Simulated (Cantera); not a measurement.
**FeS + H2 + N2 (hydrogen reduction and annealing atmospheres)**

A closed system holds: 1 mol FeS, a varied amount of H2, 0.35 mol N2, equilibrated at 2025 K and 13300 Pa.

Equilibrium computed with Cantera from the NASA thermochemical tables; the gas is ideal and each condensed phase is pure. Candidate condensed phases: Fe, FeS, FeS2, S; 16 gas species. The numbers say what is thermodynamically allowed, not how fast it happens.

From 14 mol H2 to 180 mol H2 the condensed part is Fe(l). From 310 mol H2 to 2400 mol H2 nothing is condensed. The main Fe-bearing gas is Fe throughout.

| n(H2) (mol) | x H2 | x H2S | x N2 | x S2 | x SH | x H | x Fe | x S | n Fe(l) |
|---|---|---|---|---|---|---|---|---|---|
| 14 | 0.917 | 0.0238 | 0.0237 | 0.0166 | 0.00932 | 0.00505 | 0.00361 | 0.00132 | 0.947 |
| 23 | 0.943 | 0.0175 | 0.0147 | 0.00844 | 0.00674 | 0.00512 | 0.00361 | 0.000941 | 0.914 |
| 39 | 0.961 | 0.0121 | 0.00878 | 0.00388 | 0.00461 | 0.00517 | 0.00361 | 0.000638 | 0.856 |
| 66 | 0.973 | 0.00806 | 0.00522 | 0.00169 | 0.00306 | 0.00520 | 0.00361 | 0.000421 | 0.758 |
| 110 | 0.980 | 0.00528 | 0.00315 | 0.000716 | 0.00200 | 0.00522 | 0.00361 | 0.000274 | 0.599 |
| 180 | 0.984 | 0.00343 | 0.00193 | 0.000299 | 0.00130 | 0.00523 | 0.00361 | 0.000177 | 0.344 |
| 310 | 0.987 | 0.00209 | 0.00112 | 0.000110 | 0.000787 | 0.00524 | 0.00320 | 0.000107 | 0 |
| 510 | 0.990 | 0.00131 | 0.000682 | 4.28e-5 | 0.000492 | 0.00525 | 0.00195 | 6.70e-5 | 0 |
| 860 | 0.992 | 0.000789 | 0.000405 | 1.56e-5 | 0.000297 | 0.00525 | 0.00116 | 4.04e-5 | 0 |
| 1400 | 0.993 | 0.000490 | 0.000249 | 6.00e-6 | 0.000184 | 0.00525 | 0.000712 | 2.51e-5 | 0 |
| 2400 | 0.994 | 0.000288 | 0.000145 | 2.07e-6 | 0.000108 | 0.00525 | 0.000415 | 1.47e-5 | 0 |
x: gas mole fraction; n: condensed amount in mol.
